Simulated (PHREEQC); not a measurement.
**Leach liquor (model solution)**

Make-up at 70 °C: 0.083 mol HCl, 0.041 mol ZnSO4 and 0.0069 mol NiSO4 per kg of water. Closed to the air; pH follows from the charge balance.

The numbers come from PHREEQC with the ion-association model, wateq4f.dat.

```json
{
 "pH": "1.41",
 "ionic_strength": "0.161 mol/kgw",
 "total_alkalinity": "-83.0 meq/kg"
}
```

```json
[
 {"species": "Cl-", "molality": "0.0727", "activity": "0.0515", "log γ": "-0.150"},
 {"species": "H+", "molality": "0.0491", "activity": "0.0389", "log γ": "-0.101"},
 {"species": "HSO4-", "molality": "0.0339", "activity": "0.0246", "log γ": "-0.139"},
 {"species": "Zn+2", "molality": "0.0260", "activity": "0.00831", "log γ": "-0.495"},
 {"species": "ZnCl+", "molality": "0.00903", "activity": "0.00646", "log γ": "-0.145"},
 {"species": "SO4-2", "molality": "0.00730", "activity": "0.00210", "log γ": "-0.541"}
]
```

Precipitation was switched off in this run. Species that the database lacks are ignored. At this temperature some constants are extrapolated from 25 °C, and those without enthalpy data are left unchanged.
